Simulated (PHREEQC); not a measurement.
Consider water at 25 °C and 500 atm with 3.7 mmol/kgw CuCl2, 2.1 mmol/kgw HNO3 and 36 mmol/kgw Na2SO4. Closed to the air; pH follows from the charge balance.

The numbers come from PHREEQC with the ion-association model, phreeqc.dat.

pH: 2.98
ionic strength: 0.106 mol/kgw
specific conductance: 7450 µS/cm
density: 1.024 g/cm³
total alkalinity: -2.10 meq/kg

```tsv
species	molality	activity	log γ
Na+	0.0682	0.0536	-0.104
SO4-2	0.0300	0.0112	-0.428
Cl-	0.00738	0.00566	-0.115
NaSO4-	0.00383	0.00302	-0.103
Cu+2	0.00233	0.000937	-0.396
NO3-	0.00210	0.00158	-0.123
CuSO4	0.00135	0.00138	0.011
H+	0.00125	0.00103	-0.083
HSO4-	0.000848	0.000663	-0.107
CuCl+	1.70e-5	1.31e-5	-0.114
CuCl2	3.08e-8	3.15e-8	0.011
CuOH+	1.08e-8	8.29e-9	-0.114
```

This is a speciation only: nothing precipitates in the calculation. Species that the database lacks are ignored. Under pressure, the constants of complexes without a molar volume in the database are unreliable.
